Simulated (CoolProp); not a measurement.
Vapour pressure (kPa) of decamethyltetrasiloxane (MD2M): the reference equation beside estimates from Tc = 599.4 K, pc = 1144 kPa, ω = 0.635. Clausius-Clapeyron is anchored at 328.5 K with a constant enthalpy of vaporisation of 55.52 kJ/mol.

Model: reference Helmholtz-energy equation of state, Thol 2017, in CoolProp.

```
T (K)  reference  Clausius-Clapeyron  Redlich-Kwong
-----  ---------  ------------------  -------------
272.2   0.005088            0.006634         0.6122
291      0.02909             0.03237          1.701
309.8     0.1271              0.1303          4.044
328.5     0.4444              0.4444          8.459
347.3      1.311               1.336          16.08
366.1      3.344               3.585          28.17
384.8      7.530               8.699          46.06
403.6      15.41               19.52          71.45
422.4      28.98               40.77          105.8
```

Absolute difference from the reference over all 9 rows, mean and median: Clausius-Clapeyron 15.1 and 11.3 %, Redlich-Kwong 2841.6 and 1126.5 %.
